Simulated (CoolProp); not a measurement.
Carbon dioxide at 293.15 K and 8.83 MPa flows at 0.11 m/s in a round tube of 10 mm bore and 15 µm roughness, fully developed (64/Re and Nu = 3.66 if laminar; Colebrook and Gnielinski if turbulent). Each further row changes one setting.

Values from CoolProp's reference Helmholtz-energy equation of state, Span 1996.

```tsv
case	Reynolds number	Darcy friction factor	pressure drop (Pa/m)	heat-transfer coefficient (W/(m² K))	mass flow (kg/h)
as stated	11700	[?]	[?]	[?]	26.1
velocity 0.22 m/s	23300	0.0281	57.3	[?]	[?]
diameter 20 mm	23300	[?]	[?]	[?]	105
```

Q: What belongs in the gaps?

A: 
- as stated, Darcy friction factor: 0.0320
- as stated, pressure drop (Pa/m): 16.3
- as stated, heat-transfer coefficient (W/(m² K)): 584
- velocity 0.22 m/s, heat-transfer coefficient (W/(m² K)): 1100
- velocity 0.22 m/s, mass flow (kg/h): 52.3
- diameter 20 mm, Darcy friction factor: 0.0266
- diameter 20 mm, pressure drop (Pa/m): 6.77
- diameter 20 mm, heat-transfer coefficient (W/(m² K)): 526

Viscosity comes from a separate model (Laesecke 2017). Thermal conductivity comes from a separate model (Huber 2016).
